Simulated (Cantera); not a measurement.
Feed: 1 mol CsCl, 6.9 mol H₂, at 1100 K and 133 Pa.

Method: chemical equilibrium by Gibbs-energy minimisation in Cantera with the NASA 1993 tables (ideal gas, pure condensed phases). Candidate condensed phases: Cs, CsCl; 9 gas species. Kinetics and transport are ignored.

Base state: H₂ 0.875, CsCl 0.123, Cs₂Cl₂ 0.00212, Cs 9.27e-5, HCl 9.27e-5 (mole fractions); condensed: gas only.

Question: What changes in the equilibrium state with this change: temperature from 1100 K to 1400 K?

Answer: 
| species | before | after |
|---|---|---|
| H₂ | 0.875 | 0.872 |
| CsCl | 0.123 | 0.125 |
| Cs | 9.27e-5 | 0.00128 |
| Cs₂Cl₂ | 0.00212 | 3.86e-5 |
| H | 6.62e-7 | 0.000124 |
| HCl | 9.27e-5 | 0.00128 |

Question: What changes in the equilibrium state with this change: CsCl replaced by LiCl?

Answer: 
```json
[
 {"species": "H₂", "before": "0.875", "after": "0.883"},
 {"species": "LiCl", "before": "0", "after": "0.105"},
 {"species": "Li₂Cl₂", "before": "0", "after": "0.0114"},
 {"species": "CsCl", "before": "0.123", "after": "0"},
 {"species": "Cs₂Cl₂", "before": "0.00212", "after": "0"},
 {"species": "Cs", "before": "9.27e-5", "after": "0"},
 {"species": "Li₃Cl₃", "before": "0", "after": "4.26e-5"},
 {"species": "Li", "before": "0", "after": "1.66e-5"}
]
```
Further candidate phases: Li, LiCl, LiH.
